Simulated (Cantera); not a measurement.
A freely propagating, adiabatic, planar premixed flame of 9.74 % CH4, 17.7 % O2, 72.5 % N2, equivalence ratio 1.1, unburnt at 473 K and 9.87 atm; multicomponent transport, grid criteria slope 0.08 and curve 0.16, no radiation.

Detailed kinetics in Cantera: GRI-Mech 3.0 (53 species, 325 reactions). Burning velocities carry a grid error of a few per cent, more on coarse grids.

**Question.** Predict: laminar burning velocity; thermal thickness; peak x(C2H6); peak x(OH).

**Answer.** laminar burning velocity: 25.7 cm/s
thermal thickness: 0.0947 mm
peak x(C2H6): 0.000796
peak x(OH): 0.00353
